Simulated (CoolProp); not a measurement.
Vapour-liquid equilibrium of cis-2-butene (1) + acetone (2) at 28.45 °C; x and y are mole fractions of (1).

The numbers come from the multi-fluid Helmholtz-energy mixture model, Lemmon 2005 and Lemmon 2006; pair parameters Bell 2016 in CoolProp.

**Question.** Give the bubble pressure and the first vapour's composition at x = 0.15, 0.75, 0.95. Is there an azeotrope?

**Answer.** x = 0.15: 1.099 bar, y = 0.709; x = 0.75: 2.135 bar, y = 0.911; x = 0.95: 2.334 bar, y = 0.973. No azeotrope shows between x = 0.05 and 0.95.

Pair parameters are fitted to limited data, so mixtures are less certain than the pure fluids. With so large a gap from Raoult's law the liquid may split in two, which this calculation doesn't test in full.
